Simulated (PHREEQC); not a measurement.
Dissolve 0.0032 mol (CH3)4NF, 4.7e-05 mol CO2, 0.67 mol H2SO4 and 0.0073 mol H2SeO4 per kg of water at 60 °C. Closed to the air; pH follows from the charge balance.

All values are PHREEQC results (ion-association model, wateq4f.dat), not measurements.

The pH is 0.29 and the ionic strength is 0.721 mol/kgw. The activity of water comes out as 0.977 and the total alkalinity is -1360 meq/kg.

```tsv
species	molality	activity	log γ
H+	0.696	0.515	-0.130
HSO4-	0.648	0.406	-0.203
SO4-2	0.0215	0.00344	-0.795
HSeO4-	0.00699	0.00515	-0.133
(CH3)4N+	0.00320	0.00194	-0.217
HF	0.00318	0.00375	0.072
SeO4-2	0.000311	9.15e-5	-0.530
CO2	4.70e-5	5.55e-5	0.072
H2F2	8.13e-6	9.59e-6	0.072
```

No solid was allowed to form. Caution: at this ionic strength the ion-association model is outside its range; a Pitzer model would be the better tool where its parameters exist. (CH3)4N+ isn't in the database: it is added as a free cation with an ion size of 4 Å. Away from 25 °C the constants follow the database's enthalpies or fits; those with neither stay at their 25 °C values.
